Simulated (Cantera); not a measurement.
A closed system holds: 1 mol Pb, 0.058 mol O2, 90 mol N2, held at 900 K and 0.0910 bar.

These are equilibrium values from Cantera (NASA tables, ideal gas, pure condensed phases), not measurements of a reactor. Candidate condensed phases: Pb, PbO, PbO2, Pb3O4; 12 gas species. The numbers say what is thermodynamically allowed, not how fast it happens.

Base state: N2 1.000, Pb 1.50e-5 (mole fractions); condensed: Pb(l) + PbO(yellow).

**Question.** What changes in the equilibrium state with this change: Pb replaced by HgO?

**Answer.** 
| species | before | after |
|---|---|---|
| N2 | 1.000 | 0.983 |
| Hg | 0 | 0.0109 |
| O2 | <1e-9 | 0.00609 |
| Pb | 1.50e-5 | 0 |
| Pb(l), mol | 0.883 | 0 |
| PbO(yellow), mol | 0.116 | 0 |
Further candidate phases: Hg, HgO.
